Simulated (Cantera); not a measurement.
A counterflow diffusion flame at 0.987 atm, nozzles 20 mm apart: fuel side CH4 : CO = 1 : 0.048 (molar parts) at 300 K, oxidiser side O2 : N2 = 0.22 : 0.78 (molar parts) at 575 K, fuel mass flux 1.2 times the oxidiser's; mixture-averaged transport, no radiation.

Model: GRI-Mech 3.0 (53 species, 325 reactions), integrated in Cantera. GRI-Mech 3.0 has no aromatics or soot, which form on the fuel side of real flames. The maximum strain rate includes the flame's own expansion and is several times the mean.

x: mole fraction; the columns are a selection and need not sum to one.

```csv
oxidiser flux (kg/m²/s),max strain (1/s),mean strain (1/s),T max (K),peak x OH,peak x H,peak x NO,peak x CO,peak x C2H2
0.25,…,43.2,2183,0.00970,0.00492,0.000332,0.0659,0.0150
0.35,…,60.5,2167,0.00963,0.00513,0.000304,0.0647,0.0141
0.48,…,83.0,2153,0.00956,0.00533,0.000278,0.0639,0.0133
0.66,…,114,2140,0.00947,0.00554,0.000250,0.0633,0.0126
0.91,…,157,2126,0.00935,0.00573,0.000220,0.0629,0.0119
1.3,…,225,2106,0.00907,0.00586,0.000182,0.0625,0.0109
1.7,…,294,2086,0.00875,0.00589,0.000151,0.0624,0.00997
2.4,…,415,2058,0.00823,0.00582,0.000111,0.0625,0.00866
3.3,…,571,2023,0.00750,0.00555,7.46e-5,0.0627,0.00709
```

Question: What belongs in the gaps?

Answer: 
- 0.25, max strain (1/s): 221
- 0.35, max strain (1/s): 297
- 0.48, max strain (1/s): 395
- 0.66, max strain (1/s): 528
- 0.91, max strain (1/s): 709
- 1.3, max strain (1/s): 984
- 1.7, max strain (1/s): 1260
- 2.4, max strain (1/s): 1740
- 3.3, max strain (1/s): 2350
